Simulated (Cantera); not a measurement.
AlN + H₂O (nitride etching)

Input: 1 mol AlN, a varied amount of H₂O, at 1548 K and 1.30e-5 bar.

Method: chemical equilibrium by Gibbs-energy minimisation in Cantera with the NASA 1993 tables (ideal gas, pure condensed phases). Candidate condensed phases: Al, AlN, Al₂O₃, H₂O; 35 gas species. Mutual solubility and eutectic melting of coexisting phases are not modelled. Equilibrium is a limit: real reactors are often held back by kinetics, nucleation or transport.

```tsv
n(H₂O) (mol)	x H₂O	x H₂	x N₂	x Al	n AlN(s)	n Al₂O₃(s)
0.41	3.34e-7	0.727	0.251	0.0128	0.718	0.136
0.53	3.34e-7	0.727	0.251	0.0128	0.635	0.176
0.7	3.34e-7	0.727	0.251	0.0128	0.519	0.233
0.91	3.34e-7	0.727	0.251	0.0128	0.374	0.303
1.2	3.34e-7	0.727	0.251	0.0128	0.175	0.399
1.6	0.0474	0.708	0.237	2.30e-10	0	0.500
2	0.199	0.595	0.199	2.06e-11	0	0.500
2.7	0.374	0.465	0.156	5.54e-12	0	0.500
3.5	0.498	0.371	0.125	2.57e-12	0	0.500
4.5	0.598	0.297	0.0997	1.40e-12	0	0.500
5.9	0.686	0.232	0.0779	<1e-12	0	0.500
7.8	0.757	0.179	0.0601	<1e-12	0	0.500
```
x: gas mole fraction; n: condensed amount in mol.

From 0.41 mol H₂O to 1.2 mol H₂O the condensed part is AlN(s) + Al₂O₃(s). From 1.6 mol H₂O to 7.8 mol H₂O the condensed part is Al₂O₃(s). The main Al-bearing gas is Al at 0.41 mol H₂O and AlO₂H at 7.8 mol H₂O.
